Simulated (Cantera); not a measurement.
An isothermal, constant-pressure homogeneous reactor starts with C₂H₆ : N₂ = 1 : 1.9 (molar parts), at 1125 K and 0.0133 bar.

Cantera simulation using GRI-Mech 3.0 (53 species, 325 reactions); the numbers are that mechanism's predictions, not measurements. GRI-Mech 3.0 stops at C3 and has no aromatics, soot or wall deposition, so with more carbon than oxygen in the feed, carbon stays in small species such as C2H2 where larger ones or solid carbon would form. Radical loss at walls, strong at low pressure, is not modelled.

Question: Predict: x(C₂H₆) at 70.0 s; x(C₂H₂) at 70.0 s; x(CH₄) at 70.0 s; x(H₂) at 70.0 s; x(C₂H₄) at 70.0 s.

Answer: 
```json
{
  "x(C₂H₆) at 70.0 s": "0.000169 (gas-phase equilibrium 2.52e-5)",
  "x(C₂H₂) at 70.0 s": "0.0981 (gas-phase equilibrium 0.119)",
  "x(CH₄) at 70.0 s": "0.0451 (gas-phase equilibrium 0.119)",
  "x(H₂) at 70.0 s": "0.290 (gas-phase equilibrium 0.267)",
  "x(C₂H₄) at 70.0 s": "0.116 (gas-phase equilibrium 0.0179)"
}
```
